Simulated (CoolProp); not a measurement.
Model: reference Helmholtz-energy equation of state, Tillner-Roth 1997, in CoolProp.

### Question
For CH2F2 (R32), give the phase and the cp (kJ/(kg K)), Joule-Thomson coefficient (K/MPa) at 435 K and 0.335 MPa.

### Answer
- 435 K and 0.335 MPa: gas; cp 1.06, Joule-Thomson coefficient 7.75
